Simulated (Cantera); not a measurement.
Feed: 1 mol SiH2Cl2, 2.3 mol N2, 0.17 mol H2, equilibrated at 0.00133 bar.

These are equilibrium values from Cantera (NASA tables, ideal gas, pure condensed phases), not measurements of a reactor. Candidate condensed phases: NH4Cl, Si, Si3N4; 28 gas species. The tables' values for SiCl, SiCl3, SiN are old estimates; treat these amounts as uncertain. Gases not in the tables: Si2H6 and higher silanes. The numbers say what is thermodynamically allowed, not how fast it happens.

x: gas mole fraction; n: condensed amount in mol.

```
T (°C)   x N2   x H2  x SiCl2  x HCl        x Si         x H   x SiCl     n Si(l)
------  -----  -----  -------  -----  ----------  ----------  -------  ----------
1475    0.513  0.208    0.169  0.103     0.00109     0.00285  0.00107       0.227
1500    0.512  0.207    0.168  0.104     0.00160     0.00354  0.00136       0.228
1525    0.511  0.205    0.167  0.105     0.00231     0.00437  0.00172       0.227
1550    0.510  0.204    0.166  0.106     0.00332     0.00536  0.00215       0.225
1575    0.509  0.202    0.164  0.107     0.00471     0.00653  0.00268       0.220
1600    0.507  0.200    0.163  0.108  (withheld)  (withheld)  0.00332       0.213
1625    0.505  0.198    0.161  0.108     0.00921     0.00953  0.00408       0.202
1650    0.502  0.196    0.159  0.109      0.0127      0.0114  0.00499       0.187
1675    0.499  0.193    0.156  0.109      0.0174      0.0136  0.00605       0.165
1700    0.494  0.189    0.153  0.108      0.0237      0.0161  0.00730       0.135
1725    0.488  0.185    0.150  0.107  (withheld)  (withheld)  0.00873  (withheld)
1750    0.481  0.180    0.146  0.106      0.0427      0.0221   0.0104      0.0362
```

Problem. Fill in the missing entries.

Solution. 
- 1725, x Si: 0.0319
- 1725, x H: 0.0189
- 1725, n Si(l): 0.0928
- 1600, x Si: 0.00661
- 1600, x H: 0.00791
